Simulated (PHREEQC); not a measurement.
1 kg of water holding 0.066 mol/kgw Na2SO4, 0.043 mol/kgw Na2B4O7, 0.016 mol/kgw Na2CO3 and 0.005 mol/kgw NaCl is evaporated at 20 °C; the solids stay in contact with the brine. The system is closed to CO2. Only these solids could form: Burkeite, Halite, Mirabilite, Nahcolite, Natron, Thenardite, Trona, Borax, Boric_acid,s, NaBO2:4H2O, NaB5O8:5H2O, Teepleite.

The numbers come from PHREEQC with the Pitzer model, pitzer.dat.

Task: Predict ionic strength at water left (kg) = 0.1692, 0.02668.

Result: 
```json
[
 {"water left (kg)": "0.1692", "ionic strength": "1.64"},
 {"water left (kg)": "0.02668", "ionic strength": "5.80"}
]
```
